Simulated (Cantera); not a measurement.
# Ignition delay

Mixture: CH₄ : H₂ : O₂ : N₂ : H₂O = 1 : 0.38 : 1.04 : 3.92 : 0.21 (molar parts), equivalence ratio 2.1, at 3230 Torr, adiabatic and at constant volume. Ignition delay is the time to a rise of 400 K.

Detailed kinetics in Cantera: GRI-Mech 3.0 (53 species, 325 reactions). Below about 1000 K GRI-Mech 3.0 lacks low-temperature oxidation paths.

| T0 (K) | delay (ms) |
|---|---|
| 975 | 25.8 |
| 1075 | 4.12 |
| 1175 | 1.56 |
| 1275 | 0.730 |
| 1375 | 0.349 |
| 1475 | 0.167 |
| 1575 | 0.0821 |
| 1675 | 0.0420 |
| 1775 | 0.0227 |
| 1875 | 0.0131 |

```
Property                                                Result
--------------------------------------------------  ----------
apparent activation energy between 1675 and 1875 K  150 kJ/mol
```
